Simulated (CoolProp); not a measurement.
CH2F2 (R32) at 185.44 K and 0.00859 MPa is throttled through a valve to 0.00506 MPa with no heat exchange. Each further row changes one setting.

Computed with CoolProp (reference Helmholtz-energy equation of state, Tillner-Roth 1997).

```json
[
 {"case": "as stated", "temperature change (K)": "-0.7", "final density (kg/m³)": "0.172"},
 {"case": "outlet pressure 0.00152 MPa", "temperature change (K)": "-1.4", "final density (kg/m³)": "0.0517"},
 {"case": "outlet pressure 0.00658 MPa", "temperature change (K)": "-0.4", "final density (kg/m³)": "0.224"}
]
```
